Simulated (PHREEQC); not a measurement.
# Acid rinse or clean: an equilibrium model

Dissolve 140 mmol/kgw HBr, 0.037 mmol/kgw CaCl2 and 1.3 mmol/kgw CuCl2 at 25 °C. Closed to the air; pH follows from the charge balance.

Computed with PHREEQC (ion-association model, wateq4f.dat).

This is a speciation only: nothing precipitates in the calculation.

Question: Estimate the pH.

Answer: pH 0.94.
